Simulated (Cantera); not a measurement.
A closed system holds: 1 mol Si₃N₄, 0.97 mol O₂, held at 10.0 mbar.

Method: chemical equilibrium by Gibbs-energy minimisation in Cantera with the NASA 1993 tables (ideal gas, pure condensed phases). Candidate condensed phases: Si, SiO₂, Si₂N₂O, Si₃N₄; 16 gas species. Mutual solubility and eutectic melting of coexisting phases are not modelled. The tables hold silica as quartz up to 1696 K and as liquid above; real silica turns to tridymite and cristobalite and melts near 1996 K. Kinetics and transport are ignored.

What share of the Si ends up in condensed phases as a function of T (K), at 750, 900, 1050, 1200, 1350, 1500, 1650, 1800, 1950, 2100?


```tsv
T (K)	Si condensed (%)	as
750	100.0	SiO₂(α-quartz) + Si₂N₂O(s)
900	100.0	SiO₂(β-quartz) + Si₂N₂O(s)
1050	100.0	SiO₂(β-quartz) + Si₂N₂O(s)
1200	100.0	SiO₂(β-quartz) + Si₂N₂O(s)
1350	100.0	SiO₂(β-quartz) + Si₂N₂O(s)
1500	100.0	SiO₂(β-quartz) + Si₂N₂O(s)
1650	99.1	SiO₂(β-quartz) + Si₂N₂O(s)
1800	70.7	Si₂N₂O(s)
1950	35.0	Si(l)
2100	33.4	Si(l)
```
